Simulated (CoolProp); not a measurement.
A Linde-Hampson liquefier for methane: isothermal reversible compression at 290 K from 1 atm to 40 MPa, throttling to 1 atm, return gas leaving the recuperator 10 K below the feed. Each further row changes one setting.

The numbers come from the reference Helmholtz-energy equation of state, Setzmann 1991 in CoolProp.

| case | liquid yield per pass | compression work (kJ/kg of gas) |
|---|---|---|
| as stated | (withheld) | 840 |
| high pressure 80 MPa | 0.219 | 976 |
| warm-end temperature 320 K | (withheld) | 950 |
| warm-end gap 15 K | (withheld) | 840 |

Q: Complete the blanks.

A: 
- as stated, liquid yield per pass: 0.249
- warm-end temperature 320 K, liquid yield per pass: 0.196
- warm-end gap 15 K, liquid yield per pass: 0.239
